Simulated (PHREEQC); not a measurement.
Acid mine or pickling water: speciation

A made-up water analysis in mg/L, 25 °C, pH 2.78, pe 12: Na 454; K 453; Ca 933; Mg 21.1; Cl 1050; S(6) as SO4 2470; Cd 60.6; F 0.487; Mn(2) 5.03; Zn 1.16.

Cl is adjusted to close the charge balance.
Valence states are taken as typed.

All values are PHREEQC results (ion-association model, phreeqc.dat), not measurements.

Precipitation was switched off in this run.

Question: Predict the ionic strength, specific conductance.

Answer: ionic strength 0.101 mol/kgw; specific conductance 7460 µS/cm.

Question: In which forms is Cd present?

Answer: CdCl+ 38 %, Cd+2 34 %, CdSO4 21 %, Cd(SO4)2-2 3.9 %, CdCl2 3.1 % of the Cd.

The solution is supersaturated, for example in Gypsum, so a real one may precipitate; this is no full list.
